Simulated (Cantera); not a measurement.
A perfectly stirred reactor is fed with 3.54 % CH4, 95.6 % H2, 0.889 % H, at 18.0 Torr; it is held at 1875 K, and followed from long to short residence time.

Detailed kinetics in Cantera: GRI-Mech 3.0 (53 species, 325 reactions). GRI-Mech 3.0 stops at C3 and has no aromatics, soot or wall deposition, so with more carbon than oxygen in the feed, carbon stays in small species such as C2H2 where larger ones or solid carbon would form. Radical loss at walls, strong at low pressure, is not modelled.

One state of this run: x CH4 = 0.0190; x H2 = 0.969; x H = 0.00353; x C2H = 3.10e-7; x CH2 = 4.71e-6. x: mole fraction; the columns are a selection and need not sum to one.

### Question
Which value of τ (s) does it belong to?
(A) 0.00057
(B) 2.9
(C) 0.0024
(D) 0.041

### Answer
D, 0.041
